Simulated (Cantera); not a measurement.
Cantera run:

```python
import numpy as np
import cantera as ct

gas_names = """
    AL ALBr ALBr3 ALH ALN AL2 AL2Br6 Br Br2 H HBr H2 N NH NH2 NH3 N2 N2H2 N2H4
""".split()
cond_names = """
    AL(cr) AL(L) ALBr3(s) ALBr3(L) ALN(s) Br2(cr) Br2(L)
""".split()


# ... load() reads the species with a 1 bar reference pressure and builds the phases ...
atoms = {
    'AlN': {'AL': 1, 'N': 1},
    'Br2': {'Br': 2},
    'H2': {'H': 2},
}
top_T = {'ALN(s)': 2750}  # K; cautious upper limits of use, not melting points


# ... equilibrate(T, P, feed) seeds the gas with the atoms and calls Mixture.equilibrate('TP', solver="vcs", rtol=1e-11, max_steps=5000) ...
results = []
feed = {'AlN': 1, 'Br2': 0.19, 'H2': 0.33}  # mol
T = 1000  # K
P = 100000  # Pa
mix = equilibrate(T, P, feed)
results.append((T, P, feed, dict(zip(mix.species_names, mix.species_moles))))
x = sorted(zip(gas.X, gas.species_names), reverse=True)
print(f"T = {T:g} K  P = {P:g} Pa  gas = {mix.phase_moles(0):.4g} mol")
print("   x: " + "  ".join(f"{s} {v:.3e}" for v, s in x if v > 0.001))
print("   condensed (mol): " + ("  ".join(f"{mix.phase(i).name} {mix.phase_moles(i):.4g}"
      for i in range(1, mix.n_phases) if mix.phase_moles(i) > 1e-12) or "none"))
```

Output:

```
T = 1000 K  P = 100000 Pa  gas = 0.5192 mol
   x: H2 5.518e-01  ALBr3 1.855e-01  HBr 1.672e-01  N2 9.407e-02  AL2Br6 1.375e-03
   condensed (mol): ALN(s) 0.9023
```

Cantera equilibrium calculation (NASA polynomials, part measured and part estimated; ideal gas, pure solids and liquids).
